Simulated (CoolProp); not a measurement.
R404A at 298.15 K and 3.12 MPa is throttled through a valve to 1.36 MPa with no heat exchange. Each further row changes one setting.

Computed with CoolProp (reference Helmholtz-energy equation of state, Lemmon 2003). It is a pseudo-pure fit of the blend.

```csv
case,temperature change (K),final phase,final density (kg/m³)
as stated,-0.4,liquid,1050
outlet pressure 0.408 MPa,-37.0,"two-phase, vapour fraction 0.296",67.4
outlet pressure 1.77 MPa,-0.3,liquid,1050
```
